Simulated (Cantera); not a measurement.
# Nitride etching: Si3N4 + H2 + O2

Charge: 1 mol Si3N4, a varied amount of H2, 0.25 mol O2, at 0.0900 Torr.

Cantera equilibrium calculation (NASA polynomials, part measured and part estimated; ideal gas, pure solids and liquids). Candidate condensed phases: H2O, Si, SiO2, Si2N2O, Si3N4; 35 gas species. Mutual solubility and eutectic melting of coexisting phases are not modelled. Equilibrium is a limit: real reactors are often held back by kinetics, nucleation or transport.

Stable condensed phases:

```
T in K \ n(H2) in mol
          20  48  76 100 130 160 190 220 250
   1748    A   A   A   A   A   A   A   B   B
   1723    A   A   A   A   A   A   A   A   A
   1698    A   A   A   A   A   A   A   A   A
   1673    A   A   A   A   A   A   A   A   A
   1648    A   A   A   A   A   A   A   A   A
   1623    A   A   A   A   A   A   A   A   A
   1598    A   A   A   A   A   A   A   A   A
   1573    A   A   A   A   A   A   A   A   A
   1548    A   A   A   A   A   A   A   A   A
   1523    A   A   A   A   A   A   A   A   A
   1498    A   A   A   A   A   A   A   A   A
   1473    C   A   A   A   A   A   A   A   A
```

A: Si; B: gas only; C: Si + Si2N2O.
